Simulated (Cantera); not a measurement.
## Premixed flame

A freely propagating, adiabatic, planar premixed flame of 8.16 % CH4, 0.897 % C2H6, 0.628 % C3H8, 17.4 % O2, 65.4 % N2, 7.59 % CO2, equivalence ratio 1.3, unburnt at 550 K and 19000 Pa; mixture-averaged transport, grid criteria slope 0.08 and curve 0.16, no radiation.

Cantera simulation using GRI-Mech 3.0 (53 species, 325 reactions); the numbers are that mechanism's predictions, not measurements. Burning velocities carry a grid error of a few per cent, more on coarse grids.

| z (mm) | T (K) | u (m/s) | x CH4 | x C2H6 | x C3H8 | x O2 | x O | x NO2 |
|---|---|---|---|---|---|---|---|---|
| -5.74 | 550 | 0.869 | 0.0814 | 0.00896 | 0.00627 | 0.173 | <1e-8 | <1e-8 |
| -3.82 | 552 | 0.876 | 0.0809 | 0.00892 | 0.00625 | 0.173 | <1e-8 | <1e-8 |
| -2.87 | 563 | 0.896 | 0.0799 | 0.00887 | 0.00622 | 0.171 | <1e-8 | 1.06e-8 |
| -1.91 | 634 | 1.02 | 0.0750 | 0.00864 | 0.00604 | 0.164 | 7.81e-8 | 5.11e-8 |
| -0.956 | 1017 | 1.68 | 0.0527 | 0.00681 | 0.00384 | 0.128 | 7.20e-6 | 3.65e-8 |
| -0.478 | 1378 | 2.31 | 0.0299 | 0.00308 | 0.001000 | 0.0870 | 7.84e-5 | 1.59e-8 |
| 0 | 1704 | 2.90 | 0.00846 | 0.000223 | 1.86e-5 | 0.0436 | 0.000450 | <1e-8 |
| 0.478 | 1851 | 3.16 | 0.000946 | 1.65e-6 | 1.05e-8 | 0.0182 | 0.00117 | <1e-8 |
| 0.956 | 1885 | 3.22 | 5.72e-5 | <1e-8 | <1e-8 | 0.00879 | 0.00164 | <1e-8 |
| 1.91 | 1900 | 3.24 | 1.89e-7 | <1e-8 | <1e-8 | 0.00487 | 0.00172 | <1e-8 |
| 3.82 | 1914 | 3.25 | <1e-8 | <1e-8 | <1e-8 | 0.00406 | 0.00157 | <1e-8 |
| 7.65 | 1935 | 3.28 | <1e-8 | <1e-8 | <1e-8 | 0.00349 | 0.00133 | <1e-8 |
| 15.3 | 1964 | 3.33 | <1e-8 | <1e-8 | <1e-8 | 0.00270 | 0.00100 | <1e-8 |
x: mole fraction of selected species; z is measured from the peak of heat release.

The laminar burning velocity is 86.7 cm/s, the thermal thickness comes out as 1.91 mm and the peak x(O) is 0.00174. The grid points is 154.
